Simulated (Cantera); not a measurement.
Input: 1 mol SO2, 1.5 mol H2O, equilibrated at 2700 °C and 133 Pa.

Cantera equilibrium calculation (NASA polynomials, part measured and part estimated; ideal gas, pure solids and liquids). Candidate condensed phases: H2O, H2SO4, S; 19 gas species. The numbers say what is thermodynamically allowed, not how fast it happens.

Base state: O 0.404, H 0.401, S 0.0984, SO 0.0435, O2 0.0204, OH 0.0166, H2 0.0101, SO2 0.00406 (mole fractions); condensed: gas only.

Problem. What changes in the equilibrium state with this change: pressure from 133 Pa to 240 Pa?

Solution. 
```json
[
 {"species": "H", "before": "0.401", "after": "0.395"},
 {"species": "O", "before": "0.404", "after": "0.371"},
 {"species": "S", "before": "0.0984", "after": "0.0835"},
 {"species": "SO", "before": "0.0435", "after": "0.0610"},
 {"species": "H2", "before": "0.0101", "after": "0.0177"},
 {"species": "OH", "before": "0.0166", "after": "0.0271"},
 {"species": "O2", "before": "0.0204", "after": "0.0310"},
 {"species": "H2O", "before": "0.00129", "after": "0.00374"},
 {"species": "SO2", "before": "0.00406", "after": "0.00939"},
 {"species": "SH", "before": "0.000469", "after": "0.000706"},
 {"species": "S2", "before": "0.000237", "after": "0.000306"}
]
```

Problem. What changes in the equilibrium state with this change: SO2 replaced by N2O?

Solution. 
```
species    before    after
-------  --------  -------
H           0.401    0.441
O           0.404    0.350
N2              0    0.159
S          0.0984        0
SO         0.0435        0
O2         0.0204   0.0153
H2         0.0101   0.0123
OH         0.0166   0.0159
NO              0  0.00560
SO2       0.00406        0
SH       0.000469        0
S2       0.000237        0
```
